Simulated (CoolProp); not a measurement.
The fluid at 318.48 K and 1.07 MPa flows at 4.5 m/s in a round tube of 25 mm bore and 45 µm roughness, fully developed (64/Re and Nu = 3.66 if laminar; Colebrook and Gnielinski if turbulent). The same conditions are run with several fluids, on thermodynamics alone (safety and materials aside).

The numbers come from the reference Helmholtz-energy equation of state of each fluid (R13: Platzer 1990; CH2F2 (R32): Tillner-Roth 1997; R125: Lemmon 2005; R507A: Lemmon 2003; CF4 (R14): Platzer 1990) in CoolProp. The equations of Platzer and Polt are older, rougher fits. Blends and air are pseudo-pure fits.

Rank R13, CH2F2 (R32), R125, R507A, CF4 (R14) by Reynolds number, highest first.

R125 (450000), R507A (393000), R13 (334000), CF4 (R14) (220000), CH2F2 (R32) (185000)

```
fluid        Darcy friction factor  pressure drop (Pa/m)  heat-transfer coefficient (W/(m² K))  mass flow (kg/h)
-----------  ---------------------  --------------------  ------------------------------------  ----------------
R13                         0.0234                   435                                   484               366
CH2F2 (R32)                 0.0238                   228                                   348               188
R125                        0.0232                   531                                   751               449
R507A                       0.0233                   445                                   686               375
CF4 (R14)                   0.0236                   351                                   406               292
```

Transport values come from each fluid's own correlations; those of R13, CH2F2 (R32), CF4 (R14) are estimates that may be off by 10 % or more.
